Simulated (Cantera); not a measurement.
Feed: 1 mol MgCl₂, 0.51 mol HCl, 150 mol N₂, 0.22 mol H₂O, at 0.0165 Torr.

Equilibrium computed with Cantera from the NASA thermochemical tables; the gas is ideal and each condensed phase is pure. Candidate condensed phases: H₂O, Mg, MgCl₂, MgO, Mg(OH)₂, NH₄Cl; 38 gas species. Equilibrium is a limit: real reactors are often held back by kinetics, nucleation or transport.

At 1323 K, list the 5 most abundant gas species with their mole fractions, and the condensed phases.

N₂ 0.989, HCl 0.00606, MgCl₂ 0.00515, Cl 0.000184, H₂ 8.75e-5. Condensed: MgO(s).
